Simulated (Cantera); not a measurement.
**Thermodynamics of nitride etching, feed Si3N4 + HF + N2**

Charge: 1 mol Si3N4, 28 mol HF, 65 mol N2, at 1475 K and 1.33 mbar.

These are equilibrium values from Cantera (NASA tables, ideal gas, pure condensed phases), not measurements of a reactor. Candidate condensed phases: Si, Si3N4; 37 gas species. The tables' values for SiF3 are old estimates; treat these amounts as uncertain. Rates play no part.

```
Quantity                              Value
--------------------------------  ---------
x(N2)                                 0.728
x(HF)                                 0.174
x(H2)                                0.0650
x(SiF4)                              0.0323
x(SiF3)                            0.000298
x(H)                                9.06e-5
x(SiHF3)                            4.93e-6
x(SiF2)                             1.64e-6
gas amount                        92.02 mol
log10 activity of Si(s) (absent)      -7.98
```
